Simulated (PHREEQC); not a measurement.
Alkaline etch or developer: an equilibrium model

A solution holds 1.7 mmol/kgw LiOH and 0.6 mmol/kgw Na2SiO3, at 25 °C. Closed to the air; pH follows from the charge balance.

The numbers come from PHREEQC with the ion-association model, phreeqc.dat.

This is a speciation only: nothing precipitates in the calculation.

Q: Estimate the pH, ionic strength.

A: pH 11.33; ionic strength 0.00291 mol/kgw.

Q: In which forms is Si present?

A: H3SiO4- 96 %, H4SiO4 2.8 %, H2SiO4-2 1.7 % of the Si.

Species that the database lacks are ignored.
